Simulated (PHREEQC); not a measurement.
## Polishing slurry liquid: speciation

Solution (20 °C): 0.072 mmol/kgw HNO3, 0.39 mmol/kgw K2SO4 and 0.037 mmol/kgw H3BO3. Closed to the air; pH follows from the charge balance.

Equilibrium calculation in PHREEQC: ion-association model, phreeqc.dat.

No solid was allowed to form.

Q: Estimate the pH, specific conductance.

A: pH 4.17; specific conductance 127 µS/cm.

Complexes and solids missing from the database can't appear.
